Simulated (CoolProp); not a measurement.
R1224YDZ at several states: Z from the reference equation and from simpler models built on Tc = 155.5 °C, pc = 3.334 MPa, ω = 0.325; each cubic takes its own stable root.

Model: reference Helmholtz-energy equation of state, Akasaka 2023, in CoolProp.

| T (°C) | p (MPa) | phase | reference |
|---|---|---|---|
| -77.35 | 4.75 | liquid | 0.2672 |
| -83.95 | 0.3 | liquid | 0.01736 |
| -96.15 | 9.88 | liquid | 0.5966 |
| 106.35 | 0.629 | gas | 0.8903 |
| -91.55 | 0.237 | liquid | 0.01413 |

Task: How far does each simpler model (Redlich-Kwong, Peng-Robinson) lie from the reference over these 5 states: mean and median of the absolute difference, and the worst?

Result: 
- Redlich-Kwong: mean 13.5 %, median 16.5 %, worst +16.8 % at -91.55 °C and 0.237 MPa
- Peng-Robinson: mean 1.5 %, median 1.6 %, worst +2.3 % at -96.15 °C and 9.88 MPa
